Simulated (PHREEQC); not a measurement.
PHREEQC input (Pitzer model, pitzer.dat):

```
SOLUTION 1
  temp 25
  units mol/kgw
  pH 7 charge
  S(6) 0.25
  Na 0.587
  Cl 0.047
  C(4) 0.02
END
USE solution 1
INCREMENTAL_REACTIONS false
REACTION 1
  H2O -1
  0 9.886 18.011 24.689 30.178 34.689 38.397 41.444
  43.949 46.007 47.699 49.089 50.232 51.172 51.944 52.578
  53.1 53.528 53.88 54.17 54.408 54.603 54.764 54.896
  55.005 55.094 55.168 55.228 moles
EQUILIBRIUM_PHASES 1
  Burkeite 0 0
  Halite 0 0
  Mirabilite 0 0
  Nahcolite 0 0
  Natron 0 0
  Thenardite 0 0
  Trona 0 0
SELECTED_OUTPUT 1
  -reset false
  -pH true
  -pe true
  -ionic_strength true
  -water true
  -activities H2O
  -totals C Cl Na S
  -molalities H+ Na+ Cl- CO3-2 SO4-2 OH- HCO3- CO2 HSO4-
  -equilibrium_phases Burkeite Halite Mirabilite Nahcolite Natron Thenardite Trona
PRINT
  -reset false
END
```

Selected output (columns that matter, 23 of 28 rows; water left (kg) added in front):

```
water left (kg)	pH	mu	C	Cl	Na	S	m_H+	m_Na+	m_Cl-	la_H2O	Burkeite	Halite	Mirabilite	Thenardite
1	10.874	0.85576	0.02	0.047	0.587	0.25	2.6322e-11	0.587	0.047	-0.005283	0	0	0	0
0.821896	10.9	1.0414	0.024334	0.057185	0.7142	0.30417	2.567e-11	0.7142	0.057185	-0.0063284	0	0	0	0
0.675519	10.925	1.2672	0.029607	0.069576	0.86896	0.37009	2.4981e-11	0.86896	0.069576	-0.0075773	0	0	0	0
0.456322	10.976	1.8764	0.043829	0.103	1.2864	0.54786	2.3294e-11	1.2864	0.103	-0.010865	0	0	0	0
0.375053	11.001	2.2832	0.053326	0.12532	1.5651	0.66657	2.2171e-11	1.5651	0.12532	-0.013026	0	0	0	0
0.308251	11.028	2.7783	0.064882	0.15247	1.9043	0.81103	2.0764e-11	1.9043	0.15247	-0.015654	0	0	0	0
0.253358	11.056	3.3805	0.07894	0.18551	2.3169	0.98675	1.9002e-11	2.3169	0.18551	-0.01888	0	0	0	0
0.171153	11.118	5.0049	0.11685	0.27461	3.4297	1.4607	1.4255e-11	3.4297	0.27461	-0.027992	0	0	0	0
0.140671	11.155	6.0898	0.14218	0.33411	4.1729	1.7772	1.1346e-11	4.1729	0.33411	-0.034582	0	0	0	0
0.103353	11.22	6.3111	0.19351	0.45475	4.3609	1.7595	9.1234e-12	4.3609	0.45475	-0.037482	0	0	0.068146	0
0.0719569	11.294	6.5652	0.27794	0.65317	4.5967	1.6938	6.9549e-12	4.5967	0.65317	-0.04176	0	0	0.12812	0
0.026498	11.496	8.6466	0.75477	1.7737	6.3587	1.5377	2.2665e-12	6.3587	1.7737	-0.074181	0	0	0.20925	0
0.0209711	11.548	9.9135	0.95369	2.2412	7.3594	1.6054	1.4086e-12	7.3594	2.2412	-0.093973	0	0	0.17653	0.0398
0.0209711	11.548	9.9135	0.95369	2.2412	7.3594	1.6054	1.4086e-12	7.3594	2.2412	-0.093973	0	0	0.12433	0.092
0.0209711	11.548	9.9135	0.95369	2.2412	7.3594	1.6054	1.4086e-12	7.3594	2.2412	-0.093973	0	0	0.081533	0.1348
0.0209711	11.548	9.9135	0.95369	2.2412	7.3594	1.6054	1.4086e-12	7.3594	2.2412	-0.093973	0	0	0.046333	0.17
0.019806	11.558	9.9197	1.0098	2.373	7.4075	1.5075	1.3316e-12	7.4075	2.373	-0.096639	0	0	0	0.22014
0.0162933	11.549	9.7726	1.0635	2.8846	7.48	1.2342	1.1693e-12	7.48	2.8846	-0.10503	0.0026722	0	0	0.22455
0.0133931	11.474	9.3393	0.90871	3.5093	7.399	1.0362	1.1195e-12	7.399	3.5093	-0.11206	0.0078296	0	0	0.22046
0.0110153	11.38	8.9549	0.73673	4.2668	7.3948	0.82728	1.0441e-12	7.3948	4.2668	-0.12192	0.011885	0	0	0.21712
0.00744842	11.283	8.7226	0.58177	5.0355	7.4959	0.64841	9.5966e-13	7.4959	5.0355	-0.13368	0.015667	0.0094935	0	0.21384
0.00611531	11.283	8.7226	0.58177	5.0355	7.4959	0.64841	9.5966e-13	7.4959	5.0355	-0.13368	0.016442	0.016206	0	0.21315
0.00503442	11.283	8.7226	0.58177	5.0355	7.4959	0.64841	9.5966e-13	7.4959	5.0355	-0.13368	0.017071	0.021649	0	0.21259
```
